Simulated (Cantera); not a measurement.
A Cantera script and its output.

```python
import numpy as np
import cantera as ct

gas = ct.Solution("gri30.yaml")


def delay(T, t_max=10):
    gas.TPX = T, 250000, {'CO': 1, 'H2': 0.33, 'CH4': 0.78, 'O2': 1.59, 'N2': 6.68, 'H2O': 2.4}
    reactor = ct.IdealGasReactor(gas, clone=False)
    net = ct.ReactorNet([reactor])
    net.rtol, net.atol = 1e-8, 1e-16
    while net.time < t_max:
        t_old, T_old = net.time, reactor.T
        net.step()
        if reactor.T > T + 400:  # ignition: a rise of 400 K
            return t_old + (T + 400 - T_old) / (reactor.T - T_old) * (net.time - t_old)
    return np.nan


taus = []
for T in [1100, 1200, 1300, 1400, 1500, 1600, 1700, 1800, 1900]:
    taus.append(delay(T))
    print(f"T0 = {T:6g} K   tau = {taus[-1]:.4e} s")
```

Output:

```
T0 =   1100 K   tau = 5.1163e-03 s
T0 =   1200 K   tau = 2.1351e-03 s
T0 =   1300 K   tau = 1.0022e-03 s
T0 =   1400 K   tau = 4.7340e-04 s
T0 =   1500 K   tau = 2.2670e-04 s
T0 =   1600 K   tau = 1.1280e-04 s
T0 =   1700 K   tau = 5.9257e-05 s
T0 =   1800 K   tau = 3.3030e-05 s
T0 =   1900 K   tau = 1.9513e-05 s
```

Detailed kinetics in Cantera: GRI-Mech 3.0 (53 species, 325 reactions).
